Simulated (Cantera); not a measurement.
# Silicon nitride deposition: Si2Cl6 + NH3 + N2

A closed system holds: 1 mol Si2Cl6, 0.96 mol NH3, 1.3 mol N2, held at 1848.15 K and 0.00133 bar.

Equilibrium computed with Cantera from the NASA thermochemical tables; the gas is ideal and each condensed phase is pure. Candidate condensed phases: NH4Cl, Si, Si3N4; 28 gas species. The feed counts by its element totals alone. The tables' values for SiCl3, SiCl are old estimates; treat these amounts as uncertain. Rates play no part.

- x(SiCl2) = 0.313
- x(HCl) = 0.304
- x(N2) = 0.284
- x(H2) = 0.0761
- x(Cl) = 0.0122
- x(SiCl3) = 0.00517
- x(H) = 0.00401
- x(SiCl) = 0.00111
- x(Si) = 0.000420
- gas amount = 6.260 mol
- log10 activity of Si(l) (absent) = -1.05
